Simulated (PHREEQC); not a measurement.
Reverse-osmosis permeate: speciation

Model water analysis in mg/L, 20 °C, pH 7.36, pe 12.2:

```
constituent           mg/L
------------------  ------
Na                    1.52
K                    0.188
Ca                    0.19
Mg                    1.06
Cl                    3.35
S(6) as SO4          0.175
Alkalinity as HCO3    4.41
Zn                  0.0048
Cd                   0.115
```

Na is adjusted to close the charge balance.
Valence states are taken as typed.

Equilibrium calculation in PHREEQC: ion-association model, phreeqc.dat.

The ionic strength is 0.000222 mol/kgw.

```json
[
 {"species": "Cl-", "molality": "9.45e-5", "activity": "9.29e-5", "log γ": "-0.007"},
 {"species": "HCO3-", "molality": "7.20e-5", "activity": "7.07e-5", "log γ": "-0.007"},
 {"species": "Na+", "molality": "6.67e-5", "activity": "6.56e-5", "log γ": "-0.007"},
 {"species": "Mg+2", "molality": "4.36e-5", "activity": "4.07e-5", "log γ": "-0.029"},
 {"species": "CO2", "molality": "7.44e-6", "activity": "7.44e-6", "log γ": "0.000"},
 {"species": "K+", "molality": "4.81e-6", "activity": "4.73e-6", "log γ": "-0.007"}
]
```

No solid was allowed to form.
